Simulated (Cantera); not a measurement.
A Cantera script and what it prints.

```python
import numpy as np
import cantera as ct

gas_names = """
    H HNO HNO2 HNO3 HO2 H2 H2O H2O2 N NH NH2 NH3 NH2OH NO NO2 NO3 N2 N2H2 N2H4 N2O O OH O2 O3 Si SiH
    SiH2 SiH3 SiH4 SiN SiO SiO2 Si2 Si2N Si3
""".split()
cond_names = """
    H2O(s) H2O(L) Si(cr) Si(L) SiO2(Lqz) SiO2(hqz) SiO2(L) Si2N2O(s) Si3N4(a)
""".split()


# ... load() reads the species with a 1 bar reference pressure and builds the phases ...
atoms = {
    'SiH4': {'Si': 1, 'H': 4},
    'NO': {'N': 1, 'O': 1},
    'H2': {'H': 2},
}
top_T = {'Si2N2O(s)': 2100, 'Si3N4(a)': 2400}  # K; cautious upper limits of use, not melting points


# ... equilibrate(T, P, feed) seeds the gas with the atoms and calls Mixture.equilibrate('TP', solver="vcs", rtol=1e-11, max_steps=5000) ...
results = []
T = 773  # K
P = 4300  # Pa
for m in [3.5, 5.3, 7.2, 9.1, 11, 13, 15, 17]:
    feed = {'SiH4': 1, 'NO': m, 'H2': 4.5}  # mol
    mix = equilibrate(T, P, feed)
    results.append((T, P, feed, dict(zip(mix.species_names, mix.species_moles))))
    x = sorted(zip(gas.X, gas.species_names), reverse=True)
    print(f"T = {T:g} K  P = {P:g} Pa  n(NO) = {m:g} mol  gas = {mix.phase_moles(0):.4g} mol")
    print("   x: " + "  ".join(f"{s} {v:.3e}" for v, s in x if v > 1e-06))
    print("   condensed (mol): " + ("  ".join(f"{mix.phase(i).name} {mix.phase_moles(i):.4g}"
          for i in range(1, mix.n_phases) if mix.phase_moles(i) > 1e-12) or "none"))
```

It prints:

```
T = 773 K  P = 4300 Pa  n(NO) = 3.5 mol  gas = 8.25 mol
   x: H2 6.060e-01  N2 2.121e-01  H2O 1.818e-01  NH3 3.701e-05
   condensed (mol): SiO2(Lqz) 1
T = 773 K  P = 4300 Pa  n(NO) = 5.3 mol  gas = 9.15 mol
   x: H2O 3.607e-01  H2 3.497e-01  N2 2.896e-01  NH3 1.896e-05
   condensed (mol): SiO2(Lqz) 1
T = 773 K  P = 4300 Pa  n(NO) = 7.2 mol  gas = 10.1 mol
   x: H2O 5.149e-01  N2 3.564e-01  H2 1.287e-01  NH3 4.695e-06
   condensed (mol): SiO2(Lqz) 1
T = 773 K  P = 4300 Pa  n(NO) = 9.1 mol  gas = 11.35 mol
   x: H2O 5.727e-01  N2 4.009e-01  O2 2.643e-02
   condensed (mol): SiO2(Lqz) 1
T = 773 K  P = 4300 Pa  n(NO) = 11 mol  gas = 13.25 mol
   x: H2O 4.906e-01  N2 4.151e-01  O2 9.434e-02
   condensed (mol): SiO2(Lqz) 1
T = 773 K  P = 4300 Pa  n(NO) = 13 mol  gas = 15.25 mol
   x: H2O 4.262e-01  N2 4.262e-01  O2 1.475e-01
   condensed (mol): SiO2(Lqz) 1
T = 773 K  P = 4300 Pa  n(NO) = 15 mol  gas = 17.25 mol
   x: N2 4.348e-01  H2O 3.768e-01  O2 1.884e-01
   condensed (mol): SiO2(Lqz) 1
T = 773 K  P = 4300 Pa  n(NO) = 17 mol  gas = 19.25 mol
   x: N2 4.416e-01  H2O 3.377e-01  O2 2.208e-01
   condensed (mol): SiO2(Lqz) 1
```

Method: chemical equilibrium by Gibbs-energy minimisation in Cantera with the NASA 1993 tables (ideal gas, pure condensed phases).
